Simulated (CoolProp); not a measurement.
Ammonia at several states: density (kg/m³) from the reference equation and from simpler models built on Tc = 405.6 K, pc = 11.36 MPa, ω = 0.256; each cubic takes its own stable root.

Values from CoolProp's reference Helmholtz-energy equation of state, Gao 2020.

| T (K) | p (MPa) | phase | reference |
|---|---|---|---|
| 691.5 | 0.0273 | gas | 0.08087 |
| 226.2 | 0.398 | liquid | 698.3 |
| 312 | 6.55 | liquid | 587.1 |
| 397.7 | 3.59 | gas | 21.45 |

Question: How far does each simpler model (van der Waals, Redlich-Kwong, Peng-Robinson) lie from the reference over these 4 states: mean and median of the absolute difference, and the worst?

Answer: 
- van der Waals: mean 37.4 %, median 25.1 %, worst -99.5 % at 226.2 K and 0.398 MPa
- Redlich-Kwong: mean 12.2 %, median 12.3 %, worst -24.4 % at 312 K and 6.55 MPa
- Peng-Robinson: mean 5.4 %, median 5.4 %, worst -10.9 % at 226.2 K and 0.398 MPa

At some of these states van der Waals gives the other phase, because its saturation line lies elsewhere.
